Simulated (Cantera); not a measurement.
Si2Cl6 + N2 + H2 (silicon nitride deposition)

Input: 1 mol Si2Cl6, 0.39 mol N2, 11 mol H2, equilibrated at 823 K and 0.240 bar.

Equilibrium computed with Cantera from the NASA thermochemical tables; the gas is ideal and each condensed phase is pure. Candidate condensed phases: NH4Cl, Si, Si3N4; 28 gas species. The feed counts by its element totals alone. N2 is the only nitrogen source here; it is nearly inert below about 1500 K, so the nitride shown seldom forms there in practice. Kinetics and transport are ignored.

The x(H2) comes out as 0.857, the x(SiCl4) is 0.109 and the x(HCl) is 0.0307. The x(SiHCl3) comes out as 0.00366 and the x(SiH2Cl2) is 1.04e-5. The x(SiCl3) comes out as 8.78e-6 and the n(Si3N4(s)) is 0.195 mol. The gas amount is 12.59 mol and the log10 activity of Si(s) (absent) is -4.28.
